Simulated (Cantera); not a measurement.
Input (Python, Cantera) and output of one run.

```python
import numpy as np
import cantera as ct

gas_names = """
    C CH CH2 CH3 CH2OH CH3O CH4 CH3OH CO CO2 COOH C2 C2H CHCO,ketyl C2H2,acetylene C2H2,vinylidene
    CH2CO,ketene C2H3,vinyl CH3CO,acetyl C2H4 C2H4O,ethylen CH3CHO,ethanal CH3COOH (HCOOH)2 C2H5 C2H6
    CH3OCH3 C2H5OH C2O C3 C3H3,propargyl C3H4,allene C3H4,propyne C3H4,cyclo- C3H5,allyl C3H6,propylene
    C3H6,cyclo- C3H6O C3H7,n-propyl C3H7,i-propyl C3H8 C3H8O,1propanol C3H8O,2propanol C3O2 C4 C4H2
    C4H4,1,3-cyclo- C4H6,butadiene C4H6,2-butyne C4H6,cyclo- C4H8,1-butene C4H8,cis2-buten
    C4H8,tr2-butene C4H8,isobutene C4H8,cyclo- (CH3COOH)2 C4H9,n-butyl C4H9,i-butyl C4H9,s-butyl
    C4H9,t-butyl C4H10,isobutane C4H10,n-butane C5 C5H6,1,3cyclo- C5H8,cyclo- C5H10,1-pentene
    C5H10,cyclo- C5H11,pentyl C5H11,t-pentyl C5H12,n-pentane C5H12,i-pentane CH3C(CH3)2CH3 C6H2
    C6H5,phenyl C6H5O,phenoxy C6H6 C6H5OH,phenol C6H10,cyclo- C6H12,1-hexene C6H12,cyclo- C6H13,n-hexyl
    C7H7,benzyl C7H8 C7H8O,cresol C7H14,1-heptene C7H15,n-heptyl C7H16,n-heptane C8H8,styrene
    C8H10,ethylbenz C8H16,1-octene C8H17,n-octyl C8H18,isooctane C8H18,n-octane C9H19,n-nonyl
    C10H8,naphthale C10H21,n-decyl C12H9,o-bipheny C12H10,bipheny H HCO HO2 H2 HCHO,formaldehy HCOOH H2O
    H2O2 O OH O2 O3
""".split()
cond_names = """
    C(gr) C6H6(L) C7H8(L) C8H18(L),n-octa H2O(s) H2O(L)
""".split()


def load(file, names, dense=False):
    # The tables refer to 1 bar. Condensed volumes are neglected.
    table = {s.name: s for s in ct.Species.list_from_file(file)}
    out = []
    for n in names:
        d = dict(table[n].input_data)
        d["thermo"] = dict(d["thermo"], **{"reference-pressure": 1e5})
        if dense:
            d["equation-of-state"] = {"model": "constant-volume", "density": "1e6 g/cm^3"}
        out.append(ct.Species.from_dict(d))
    return out


gas = ct.Solution(thermo="ideal-gas", species=load("nasa_gas.yaml", gas_names))
cond = {s.name: ct.Solution(thermo="fixed-stoichiometry", species=[s], name=s.name)
        for s in load("nasa_condensed.yaml", cond_names, dense=True)}
atoms = {
    'C2H5OH': {'C': 2, 'H': 6, 'O': 1},
    'O2': {'O': 2},
    'H2': {'H': 2},
}
top_T = {'C(gr)': 4500}  # K; cautious upper limits of use, not melting points


def equilibrate(T, P, feed):
    n = {}
    for name, mol in feed.items():
        for a, k in atoms[name].items():
            n[a] = n.get(a, 0.0) + k * mol
    gas.TPX = T, P, n
    mass = sum(n.values()) * gas.mean_molecular_weight
    gas.equilibrate("TP")
    valid = [c for c in cond.values() if c.min_temp <= T <= top_T.get(c.name, c.max_temp)]
    mix = ct.Mixture([(gas, mass / gas.mean_molecular_weight)] + [(c, 0.0) for c in valid])
    mix.T, mix.P = T, P
    mix.equilibrate("TP", solver="vcs", rtol=1e-11, max_steps=5000)
    return mix


results = []
feed = {'C2H5OH': 1, 'O2': 0.014, 'H2': 3.9}  # mol
T = 2298.15  # K
P = 133.322  # Pa
mix = equilibrate(T, P, feed)
results.append((T, P, feed, dict(zip(mix.species_names, mix.species_moles))))
x = sorted(zip(gas.X, gas.species_names), reverse=True)
print(f"T = {T:g} K  P = {P:g} Pa  gas = {mix.phase_moles(0):.4g} mol")
print("   x: " + "  ".join(f"{s} {v:.3e}" for v, s in x if v > 1e-06))
print("   condensed (mol): " + ("  ".join(f"{mix.phase(i).name} {mix.phase_moles(i):.4g}"
      for i in range(1, mix.n_phases) if mix.phase_moles(i) > 1e-12) or "none"))
```

It prints:

```
T = 2298.15 K  P = 133.322 Pa  gas = 8.88 mol
   x: H2 6.669e-01  H 2.144e-01  CO 1.158e-01  C2H2,acetylene 2.856e-03  C2H 4.127e-05  C3 1.212e-05  C 6.089e-06  C4H2 5.006e-06  C2 1.076e-06  C2H2,vinylidene 1.056e-06
   condensed (mol): C(gr) 0.9199
```

These are equilibrium values from Cantera (NASA tables, ideal gas, pure condensed phases), not measurements of a reactor.
